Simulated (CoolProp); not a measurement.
C2F6 (R116) along the isotherm 49.65 °C: density (kg/m³) from the reference equation and from simpler models built on Tc = 19.9 °C, pc = 3.048 MPa, ω = 0.257; each cubic takes its own stable root.

Computed with CoolProp (reference Helmholtz-energy equation of state, Lemmon 2006). It is a short technical equation, of lower accuracy than the large ones.

```tsv
p (MPa)	phase	reference	ideal gas	van der Waals
0.352	gas	18.62	18.10	18.61
0.703	gas	38.33	36.15	38.31
1.05	gas	59.12	53.99	59.10
1.41	gas	82.30	72.50	82.32
1.76	gas	106.7	90.50	106.9
2.11	gas	133.3	108.5	133.9
2.46	gas	162.6	126.5	164.1
2.81	gas	195.3	144.5	198.7
3.16	supercritical	232.2	162.5	239.5
3.52	supercritical	275.7	181.0	291.6
3.87	supercritical	325.0	199.0	358.2
4.22	supercritical	382.8	217.0	443.7
4.57	supercritical	450.2	235.0	523.1
```
